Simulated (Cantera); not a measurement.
Charge: 1 mol SiF₄, 44 mol NH₃, 0.32 mol H₂, held at 1248.15 K and 0.600 bar.

Cantera equilibrium calculation (NASA polynomials, part measured and part estimated; ideal gas, pure solids and liquids). Candidate condensed phases: Si, Si₃N₄; 37 gas species. The tables' values for SiF₃ are old estimates; treat these amounts as uncertain. Kinetics and transport are ignored.

Base state: H₂ 0.741, N₂ 0.246, SiF₄ 0.0106, HF 0.00151, SiHF₃ 0.000287, SiF₃ 4.36e-5, NH₃ 2.92e-5 (mole fractions); condensed: Si₃N₄(s).

Q: What changes in the equilibrium state with this change: pressure from 0.600 bar to 0.000480 bar?

A: 
```tsv
species	before	after
H₂	0.741	0.741
N₂	0.246	0.246
SiF₄	0.0106	0.00977
HF	0.00151	0.00269
NH₃	2.92e-5	2.33e-8
SiF₂	1.74e-7	6.37e-5
Si₃N₄(s), mol	0.00876	0.0120
```
The tables' values for SiF₃, SiF₂ are old estimates; treat these amounts as uncertain.
